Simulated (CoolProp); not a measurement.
Values from CoolProp's reference Helmholtz-energy equation of state, Lemmon 2006. It is a short technical equation, of lower accuracy than the large ones.

Problem. For C3F8 (R218), give the phase and the density (kg/m³), isothermal compressibility (1/MPa), viscosity (µPa s) at 220.8 K and 34.9 bar.

Solution. 
- 220.8 K and 34.9 bar: liquid; density 1680, isothermal compressibility 0.00213, viscosity 608

Viscosity comes from a separate model (Huber 2003), an estimate that may be off by 10 % or more.
